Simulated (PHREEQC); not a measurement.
# Buffer

Consider water at 49 °C with 76 mmol/kgw NaHSO4, 2.6 mmol/kgw KOH and 0.52 mmol/kgw KCl. Closed to the air; pH follows from the charge balance.

Computed with PHREEQC (ion-association model, phreeqc.dat).

```
Quantity                     Result
--------------------  -------------
pH                             1.64
ionic strength        0.130 mol/kgw
specific conductance    25400 µS/cm
density                 0.995 g/cm³
total alkalinity       -73.4 meq/kg
```

```json
[
 {"species": "Na+", "molality": "0.0724", "activity": "0.0551", "log γ": "-0.119"},
 {"species": "HSO4-", "molality": "0.0452", "activity": "0.0343", "log γ": "-0.121"},
 {"species": "H+", "molality": "0.0282", "activity": "0.0228", "log γ": "-0.093"},
 {"species": "SO4-2", "molality": "0.0269", "activity": "0.00876", "log γ": "-0.487"},
 {"species": "NaSO4-", "molality": "0.00364", "activity": "0.00278", "log γ": "-0.117"},
 {"species": "K+", "molality": "0.00287", "activity": "0.00211", "log γ": "-0.134"},
 {"species": "Cl-", "molality": "0.000520", "activity": "0.000384", "log γ": "-0.132"},
 {"species": "KSO4-", "molality": "0.000251", "activity": "0.000191", "log γ": "-0.117"}
]
```

This is a speciation only: nothing precipitates in the calculation. Constants without temperature data keep their 25 °C values here.
